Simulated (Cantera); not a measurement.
Input (Python, Cantera):

```python
import numpy as np
import cantera as ct

gas = ct.Solution("gri30.yaml")
gas.TPX = 1025, 100000, {'CO': 1, 'H2': 0.077, 'CH4': 0.37, 'O2': 0.799, 'N2': 3}
reactor = ct.IdealGasConstPressureReactor(gas, energy="on", clone=False)
net = ct.ReactorNet([reactor])
net.rtol, net.atol = 1e-08, 1e-16
show = ['CO', 'H2', 'CH4', 'H2O2', 'CH2', 'H']
times = np.geomspace(4e-06, 0.2, 10)

steps = ct.SolutionArray(gas, extra=["t"])
rows = []
print(f"{'t/s':>10s}{'T/K':>9s}{'P/Pa':>11s}" + "".join(f"{s:>11s}" for s in show))
for t in times:
    while net.time < t:
        t_next = net.step()
        steps.append(gas.state, t=t_next)
    rows.append([np.interp(t, steps.t, y) for y in (steps.T, steps.P, *steps(*show).X.T)])
    print(f"{t:10.3e}{rows[-1][0]:9.1f}{rows[-1][1]:11.4g}" + "".join(f"{x:11.3e}" for x in rows[-1][2:]))
rate = np.gradient(steps.T, steps.t)
print("integrator steps:", len(steps.t))
if steps.T.max() > steps.T[0] + 200:
    print(f"time of steepest temperature rise: {steps.t[rate.argmax()]:.4e} s")
gas.TPX = 1025, 100000, {'CO': 1, 'H2': 0.077, 'CH4': 0.37, 'O2': 0.799, 'N2': 3}
gas.equilibrate("HP")
print(f"equilibrium (HP): T = {gas.T:.1f} K  " + "  ".join(f"{s} {gas[s].X[0]:.3e}" for s in show))
```

Result:

```
       t/s      T/K       P/Pa         CO         H2        CH4       H2O2        CH2          H
 4.000e-06   1025.0      1e+05  1.906e-01  1.468e-02  7.053e-02  9.481e-15  7.590e-20  3.776e-11
 1.331e-05   1025.0      1e+05  1.906e-01  1.468e-02  7.053e-02  1.267e-13  7.092e-19  9.253e-11
 4.429e-05   1025.0      1e+05  1.906e-01  1.468e-02  7.053e-02  1.702e-12  3.563e-18  1.328e-10
 1.474e-04   1025.0      1e+05  1.906e-01  1.468e-02  7.053e-02  2.146e-11  2.027e-17  2.601e-10
 4.903e-04   1025.0      1e+05  1.906e-01  1.468e-02  7.053e-02  2.934e-10  2.292e-16  8.554e-10
 1.632e-03   1025.0      1e+05  1.906e-01  1.468e-02  7.053e-02  6.523e-09  1.626e-14  7.332e-09
 5.429e-03   1025.7      1e+05  1.906e-01  1.466e-02  7.046e-02  3.593e-07  3.565e-12  1.173e-07
 1.806e-02   1030.8      1e+05  1.904e-01  1.457e-02  6.995e-02  1.526e-06  5.954e-12  1.509e-07
 6.011e-02   1120.8      1e+05  1.894e-01  1.634e-02  6.137e-02  2.701e-05  7.292e-10  2.123e-06
 2.000e-01   2541.9      1e+05  1.578e-01  2.928e-02  8.374e-14  2.868e-08  8.523e-14  5.196e-03
integrator steps: 2334
time of steepest temperature rise: 6.3630e-02 s
equilibrium (HP): T = 2541.9 K  CO 1.578e-01  H2 2.928e-02  CH4 9.852e-14  H2O2 2.868e-08  CH2 9.005e-14  H 5.196e-03
```

Cantera simulation using GRI-Mech 3.0 (53 species, 325 reactions); the numbers are that mechanism's predictions, not measurements.
